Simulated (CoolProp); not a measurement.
The fluid at 293.15 K and 0.254 MPa (stagnation) flows isentropically through a choked orifice. The same conditions are run with several fluids, on thermodynamics alone (safety and materials aside).

Computed with CoolProp (reference Helmholtz-energy equation of state of each fluid (R134a: Tillner-Roth 1994; fluorine: de Reuck 1990; oxygen: Schmidt 1985; R404A: Lemmon 2003; hydrogen chloride: Thol 2018)). Blends and air are pseudo-pure fits.

```
fluid              throat to inlet pressure ratio  mass flux (kg/(m² s))  throat temperature (K)
-----------------  ------------------------------  ---------------------  ----------------------
R134a                                       0.586                   1060                   276.6
fluorine                                    0.532                    682                   247.1
oxygen                                      0.528                    631                   244.5
R404A                                       0.585                   1030                   276.7
hydrogen chloride                           0.529                    677                   244.6
```
